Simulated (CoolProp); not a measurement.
Acetone along the isobar 5.1 MPa: density (kg/m³) from the reference equation and from simpler models built on Tc = 508.1 K, pc = 4.692 MPa, ω = 0.307; each cubic takes its own stable root.

The numbers come from the reference Helmholtz-energy equation of state, Lemmon 2006 in CoolProp. It is a short technical equation, of lower accuracy than the large ones.

```tsv
T (K)	phase	reference
399.5	liquid	668.2
412	liquid	650.5
424.5	liquid	631.6
437.1	liquid	611.2
449.6	liquid	589.2
462.2	liquid	564.6
474.7	liquid	536.7
487.3	liquid	502.9
499.8	liquid	457.5
512.4	supercritical	342.9
524.9	supercritical	142.3
537.5	supercritical	117.5
550	supercritical	104.2
```

How far does each simpler model (van der Waals, Redlich-Kwong, Soave-Redlich-Kwong, Peng-Robinson) lie from the reference over these 13 states: mean and median of the absolute difference, and the worst?


- van der Waals: mean 35.0 %, median 45.7 %, worst -46.9 % at 399.5 K and 5.1 MPa
- Redlich-Kwong: mean 22.1 %, median 26.9 %, worst -31.7 % at 499.8 K and 5.1 MPa
- Soave-Redlich-Kwong: mean 21.3 %, median 23.2 %, worst -32.3 % at 512.4 K and 5.1 MPa
- Peng-Robinson: mean 13.1 %, median 13.2 %, worst -26.6 % at 512.4 K and 5.1 MPa
